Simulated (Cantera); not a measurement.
Input (Python, Cantera):

```python
import numpy as np
import cantera as ct

gas = ct.Solution("gri30.yaml", transport_model="multicomponent")
show = ['H2', 'O', 'OH']

rows = []
print(f"{'T/K':>7s}{'rho':>11s}{'cp':>10s}{'mu':>11s}{'lambda':>11s}{'Pr':>7s}" + "".join(f"{'D_' + s:>11s}" for s in show))
for T in [400, 500, 600, 700, 800, 900, 1000, 1100]:
    gas.TPX = T, 3000, {'N2': 0.65, 'NO': 0.48, 'H2O': 0.45}
    Pr = gas.cp_mass * gas.viscosity / gas.thermal_conductivity
    D = [gas.mix_diff_coeffs_mole[gas.species_index(s)] for s in show]
    rows.append([gas.density, gas.cp_mass, gas.viscosity, gas.thermal_conductivity, Pr, *D])
    print(f"{T:7g}{gas.density:11.4e}{gas.cp_mass:10.1f}{gas.viscosity:11.4e}"
          f"{gas.thermal_conductivity:11.4e}{Pr:7.3f}" + "".join(f"{d:11.4e}" for d in D))
print("SI units: kg/m3, J/kg/K, Pa s, W/m/K, m2/s")
```

Result:

```
    T/K        rho        cp         mu     lambda     Pr       D_H2        D_O       D_OH
    400 2.3247e-02    1199.9 2.0259e-05 3.5703e-02  0.681 4.4429e-03 1.8898e-03 1.8550e-03
    500 1.8597e-02    1221.7 2.4177e-05 4.3785e-02  0.675 6.5044e-03 2.7842e-03 2.7329e-03
    600 1.5498e-02    1249.9 2.7849e-05 5.1825e-02  0.672 8.8562e-03 3.8061e-03 3.7360e-03
    700 1.3284e-02    1281.9 3.1321e-05 5.9889e-02  0.670 1.1480e-02 4.9469e-03 4.8556e-03
    800 1.1623e-02    1315.6 3.4627e-05 6.7976e-02  0.670 1.4360e-02 6.1997e-03 6.0853e-03
    900 1.0332e-02    1348.8 3.7791e-05 7.6044e-02  0.670 1.7485e-02 7.5592e-03 7.4197e-03
   1000 9.2987e-03    1380.0 4.0834e-05 8.4028e-02  0.671 2.0845e-02 9.0209e-03 8.8544e-03
   1100 8.4534e-03    1407.5 4.3770e-05 9.1828e-02  0.671 2.4431e-02 1.0581e-02 1.0386e-02
SI units: kg/m3, J/kg/K, Pa s, W/m/K, m2/s
```

Cantera simulation using GRI-Mech 3.0 (53 species, 325 reactions); the numbers are that mechanism's predictions, not measurements. Polar gases are described roughly by these parameters. The composition is frozen, though it would react at the higher temperatures.
